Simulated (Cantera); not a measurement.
## Equilibrium for boron, boron nitride and boron oxide: borazine + NH₃ + H₂

Feed: 1 mol borazine, 5.9 mol NH₃, 2.5 mol H₂, held at 1725 K and 1.33 mbar.

Cantera equilibrium calculation (NASA polynomials, part measured and part estimated; ideal gas, pure solids and liquids). Candidate condensed phases: B, BN; 15 gas species. The feed counts by its element totals alone. Rates play no part.

The x(H₂) is 0.825. The x(N₂) is 0.170 and the x(H) is 0.00462. The x(BH₂) is 4.08e-6. The n(BN(s)) comes out as 3.00 mol. The gas amount comes out as 17.34 mol. The log10 activity of B(s) (absent) is -1.18.
